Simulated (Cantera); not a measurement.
An isothermal, constant-pressure homogeneous reactor starts with 3.57 % CH₄, 96.4 % H₂, at 2650 K and 0.0484 atm.

Cantera simulation using GRI-Mech 3.0 (53 species, 325 reactions); the numbers are that mechanism's predictions, not measurements. GRI-Mech 3.0 stops at C3 and has no aromatics, soot or wall deposition, so with more carbon than oxygen in the feed, carbon stays in small species such as C2H2 where larger ones or solid carbon would form. Radical loss at walls, strong at low pressure, is not modelled.

x: mole fraction; the columns are a selection and need not sum to one.

| t (s) | x CH₄ | x H₂ | x C₂H₄ | x H | x CH₃ | x C₂H₂ |
|---|---|---|---|---|---|---|
| 0.000100 | 0.0230 | 0.945 | 0.000230 | 0.0210 | 0.00887 | 0.00114 |
| 0.000203 | 0.0140 | 0.939 | 0.000201 | 0.0323 | 0.00835 | 0.00558 |
| 0.000412 | 0.00553 | 0.937 | 5.84e-5 | 0.0413 | 0.00423 | 0.0118 |
| 0.000838 | 0.00157 | 0.932 | 9.64e-6 | 0.0497 | 0.00146 | 0.0151 |
| 0.00170 | 0.000424 | 0.924 | 2.66e-6 | 0.0586 | 0.000468 | 0.0161 |
| 0.00346 | 0.000119 | 0.914 | 1.58e-6 | 0.0694 | 0.000157 | 0.0164 |
| 0.00702 | 3.58e-5 | 0.898 | 1.10e-6 | 0.0854 | 5.92e-5 | 0.0163 |
| 0.0143 | 1.40e-5 | 0.873 | 7.20e-7 | 0.110 | 3.07e-5 | 0.0160 |
| 0.0289 | [?] | 0.840 | [?] | [?] | [?] | 0.0157 |
| 0.0588 | [?] | 0.809 | [?] | 0.175 | [?] | 0.0154 |
| 0.119 | 3.66e-6 | 0.796 | 2.64e-7 | 0.189 | 1.50e-5 | 0.0152 |
| 0.242 | 3.60e-6 | 0.794 | 2.60e-7 | 0.190 | 1.48e-5 | 0.0152 |
| 0.492 | 3.60e-6 | 0.794 | 2.60e-7 | 0.190 | 1.48e-5 | 0.0152 |
| 1.00 | 3.60e-6 | 0.794 | 2.60e-7 | 0.190 | 1.48e-5 | 0.0152 |

Task: Complete the blanks.

Result: 
- 0.0289, x CH₄: 7.16e-6
- 0.0289, x C₂H₄: 4.46e-7
- 0.0289, x H: 0.144
- 0.0289, x CH₃: 2.12e-5
- 0.0588, x CH₄: 4.41e-6
- 0.0588, x C₂H₄: 3.05e-7
- 0.0588, x CH₃: 1.65e-5
